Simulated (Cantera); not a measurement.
An isothermal, constant-pressure homogeneous reactor starts with NO : N₂ = 1 : 8.5 (molar parts), at 1925 K and 13.5 Torr.

Detailed kinetics in Cantera: GRI-Mech 3.0 (53 species, 325 reactions). Radical loss at walls, strong at low pressure, is not modelled.

One state of this run: x NO = 0.0224; x N₂O = 1.88e-7; x N₂ = 0.936; x O₂ = 0.0411; x O = 0.000563; x NO₂ = 2.61e-6. x: mole fraction; the columns are a selection and need not sum to one.

Question: Which value of t (s) does it belong to?
A. 2.06e-5
B. 0.000965
C. 0.00662
D. 100

Answer: D, 100
